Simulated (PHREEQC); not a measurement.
Solution (10 °C): 0.53 mol Na2SO4, 0.55 mol K2SO4 and 3.8 mol KCl per kg of water. Closed to the air; pH follows from the charge balance.

Model: Pitzer model, pitzer.dat, run in PHREEQC.

The ionic strength comes out as 7.04 mol/kgw. What activity coefficients do K+, SO4-2, Na+, Cl- get?

K+ 0.47, SO4-2 0.017, Na+ 0.54, Cl- 0.61. Single-ion values are on the MacInnes scale.

Precipitation was switched off in this run. Saturation is exceeded, for instance for Arcanite, Glaserite; the values hold only as long as no solid forms. At this temperature some constants are extrapolated from 25 °C, and those without enthalpy data are left unchanged.
